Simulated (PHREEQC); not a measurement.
Consider water at 25 °C with 0.14 mol CuSO4, 0.023 mol HF and 0.00027 mol Na2SO4 per kg of water. Closed to the air; pH follows from the charge balance.

Equilibrium calculation in PHREEQC: ion-association model, wateq4f.dat.

```yaml
pH: 2.64
ionic_strength: 0.282 mol/kgw
total_alkalinity: -23.0 meq/kg
```

| species | molality | activity | log γ |
|---|---|---|---|
| Cu+2 | 0.0700 | 0.0207 | -0.529 |
| CuSO4 | 0.0679 | 0.0725 | 0.028 |
| SO4-2 | 0.0668 | 0.0172 | -0.590 |
| HF | 0.0133 | 0.0142 | 0.028 |
| F- | 0.00601 | 0.00408 | -0.168 |
| HSO4- | 0.00548 | 0.00386 | -0.152 |
| H+ | 0.00295 | 0.00231 | -0.105 |
| CuF+ | 0.00209 | 0.00153 | -0.134 |
| Na+ | 0.000496 | 0.000361 | -0.138 |
| H2F2 | 0.000490 | 0.000522 | 0.028 |
| HF2- | 0.000327 | 0.000222 | -0.168 |
| NaSO4- | 4.28e-5 | 3.11e-5 | -0.140 |

No solid was allowed to form. Complexes and solids missing from the database can't appear.
